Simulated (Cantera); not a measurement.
A perfectly stirred reactor is fed with 9.09 % H₂, 90.9 % O₂, at 0.0263 atm; it is held at 1250 K, and followed from long to short residence time.

Detailed kinetics in Cantera: GRI-Mech 3.0 (53 species, 325 reactions). Radical loss at walls, strong at low pressure, is not modelled. The temperature is held fixed by assumption; the heat of reaction is taken as removed at once.

One state of this run: x H₂ = 0.00564; x O₂ = 0.862; x H₂O = 0.0759; x H = 0.0141; x OH = 0.00699. x: mole fraction; the columns are a selection and need not sum to one.

Which value of τ (s) does it belong to?
A. 2.2
B. 0.0024
C. 0.00043
D. 0.013

B, 0.0024
